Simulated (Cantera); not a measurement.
A Cantera script and its output.

```python
import numpy as np
import cantera as ct

surf = ct.Interface("diamond.yaml", "diamond_100")
gas, bulk = surf.adjacent["gas"], surf.adjacent["diamond"]
k = surf.kinetics_species_index(bulk.species_names[0])
cover = ["c6HH", "c6H*", "c6*H", "c6**", "c6HM", "c6B"]

rows, drift = [], 0.0
print(f"{'T':>10s}{'um/h':>11s}" + "".join(f"{s:>11s}" for s in cover))
for v in [900, 975, 1050, 1125, 1200, 1275, 1350]:
    T, P, xH, xCH3 = v, 2300, 0.0029, 0.00075
    gas.TPX = T, P, {"H": xH, "CH3": xCH3, "CH4": 0.014, "H2": 1 - xH - xCH3 - 0.014}
    surf.TP = bulk.TP = T, P
    surf.coverages = "c6H*:0.1, c6HH:0.9"
    surf.advance_coverages(100.0)
    before = surf.coverages
    surf.advance_coverages(100.0)
    drift = max(drift, np.max(np.abs(surf.coverages - before) / (surf.coverages + 1e-9)))
    rate = surf.net_production_rates[k] * bulk.mean_molecular_weight / bulk.density * 3.6e9
    rows.append([rate, *surf[cover].coverages])
    print(f"{v:10.4g}{rate:11.4e}" + "".join(f"{x:11.3e}" for x in rows[-1][1:]))
```

Output:

```
         T       um/h       c6HH       c6H*       c6*H       c6**       c6HM        c6B
       900 4.1541e+00  5.489e-01  8.259e-03  2.310e-01  3.235e-03  1.677e-01  1.127e-08
       975 6.1847e+00  5.232e-01  1.353e-02  2.976e-01  6.309e-03  1.192e-01  1.678e-08
      1050 6.8028e+00  5.013e-01  2.055e-02  3.678e-01  1.118e-02  6.842e-02  1.846e-08
      1125 4.5278e+00  4.784e-01  2.911e-02  4.356e-01  1.807e-02  2.394e-02  1.229e-08
      1200 2.6026e+00  4.422e-01  3.766e-02  4.819e-01  2.608e-02  5.698e-03  7.062e-09
      1275 2.2015e+00  4.043e-01  4.574e-02  5.098e-01  3.460e-02  1.256e-03  5.974e-09
      1350 2.1274e+00  3.724e-01  5.346e-02  5.271e-01  4.351e-02  2.799e-04  5.773e-09
```

Detailed kinetics in Cantera: the Harris–Goodwin 1993 mechanism for the reconstructed diamond (100) surface.
